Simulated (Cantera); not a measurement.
Catalytic stagnation flow on Pt

A jet of 1.57 % CH4, 10.1 % O2, 88.4 % N2, equivalence ratio 0.31 at 300 K and 0.197 atm hits a platinum plate 3.2 cm away at a mass flux of 0.15 kg/m²/s; the plate temperature is set and raised in steps from an oxygen-covered start.

Computed with Cantera and Deutschmann's 1995 Pt surface mechanism with GRI-Mech 3.0 gas chemistry. Catalytic surfaces can have several steady states; this one follows from the mechanism file's or the stated starting coverage.

```tsv
plate T (K)	wall x CH4	wall x O2	wall x H2O	wall x OH	wall x CO	wall x CO2	θ free Pt	θ O*	θ OH*
950	0.00868	0.0858	0.0130	4.69e-8	4.18e-6	0.00854	0.234	0.765	0.00117
1000	0.00657	0.0814	0.0168	1.31e-7	4.26e-6	0.0111	0.300	0.699	0.00120
1050	0.00499	0.0780	0.0197	3.20e-7	4.28e-6	0.0130	0.367	0.632	0.00116
1100	0.00387	0.0757	0.0217	7.08e-7	4.34e-6	0.0144	0.433	0.566	0.00107
1150	0.00309	0.0741	0.0231	1.43e-6	4.48e-6	0.0153	0.496	0.503	0.000968
1200	0.00253	0.0730	0.0241	2.70e-6	4.73e-6	0.0159	0.557	0.442	0.000862
```
x: mole fraction at the wall; θ: surface coverage.
